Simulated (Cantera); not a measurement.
A perfectly stirred reactor is fed with CH₄ : O₂ : N₂ = 1 : 4.17 : 15.7 (molar parts), at 100000 Pa; it is adiabatic with a 650 K inlet, and is followed from long to short residence time, starting on the burning branch (τ in s: 0.023, 0.012, 0.0059, 0.003, 0.0015, 0.00077, 0.00039, 0.0002, 0.0001, 5.1e-05, 2.6e-05, 1.3e-05).

Model: GRI-Mech 3.0 (53 species, 325 reactions), integrated in Cantera.

### Question
What does this change do: CH4 1 to 0.76 parts?

### Answer
```json
[
 {"quantity": "blow-out, bracketed by the residence times tried", "before": "burning at 0.200 ms, out at 0.100 ms", "after": "burning at 1.50 ms, out at 0.770 ms"},
 {"quantity": "x(CH₄) at τ = 23.0 ms", "before": "2.96e-5", "after": "6.59e-5"},
 {"quantity": "x(O₂) at τ = 23.0 ms", "before": "0.104", "after": "0.129"},
 {"quantity": "x(CO) at τ = 23.0 ms", "before": "0.000680", "after": "0.000867"},
 {"quantity": "x(HCO) at τ = 23.0 ms", "before": "5.35e-8", "after": "4.17e-8"},
 {"quantity": "x(NO) at τ = 23.0 ms", "before": "7.03e-6", "after": "1.16e-6"},
 {"quantity": "x(CH₄) at τ = 0.390 ms", "before": "0.000589", "after": "0.0368"},
 {"quantity": "x(O₂) at τ = 0.390 ms", "before": "0.109", "after": "0.202"},
 {"quantity": "x(CO) at τ = 0.390 ms", "before": "0.0108", "after": "<1e-12"},
 {"quantity": "x(HCO) at τ = 0.390 ms", "before": "3.48e-6", "after": "<1e-12"},
 {"quantity": "x(NO) at τ = 0.390 ms", "before": "2.20e-6", "after": "<1e-12"}
]
```
